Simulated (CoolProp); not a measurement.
Vapour-liquid equilibrium of cyclohexane (1) + toluene (2) at 237.35 °C; x and y are mole fractions of (1).

Values from CoolProp's multi-fluid Helmholtz-energy mixture model, Zhou 2014 and Lemmon 2006; pair parameters Bell 2016.

Give the bubble pressure and the first vapour's composition at x = 0.125, 0.875, 0.95. Is there an azeotrope?

x = 0.125: 1.534 MPa, y = 0.182; x = 0.875: 2.243 MPa, y = 0.897; x = 0.95: 2.298 MPa, y = 0.958. No azeotrope shows between x = 0.05 and 0.95.

The pair parameters rest on a limited set of measurements; away from them the model extrapolates.
